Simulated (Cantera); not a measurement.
Source: NASA polynomial tables (part measured, part estimated), evaluated in Cantera. Values are per mole of reaction as written; species without (g) are pure solids or liquids, kept so even where they would boil at 1 bar.

12 Cl(g) + Ti₄O₇ = 4 TiCl₃ + 7 O(g)

```
T (K)  ΔH° (kJ)  ΔS° (J/K)  ΔG° (kJ)  log10 K
-----  --------  ---------  --------  -------
523       814.7     -471.9    1061.5  -106.01
623         ___        ___       ___      ___
723         ___        ___       ___      ___
823         ___        ___       ___      ___
923       818.6     -466.2    1248.9   -70.68
```

Task: Some entries are withheld; supply them.

Result: 
- 623, ΔH° (kJ): 816.0
- 623, ΔS° (J/K): -469.6
- 623, ΔG° (kJ): 1108.5
- 623, log10 K: -92.94
- 723, ΔH° (kJ): 816.9
- 723, ΔS° (J/K): -468.3
- 723, ΔG° (kJ): 1155.4
- 723, log10 K: -83.48
- 823, ΔH° (kJ): 817.7
- 823, ΔS° (J/K): -467.3
- 823, ΔG° (kJ): 1202.2
- 823, log10 K: -76.30
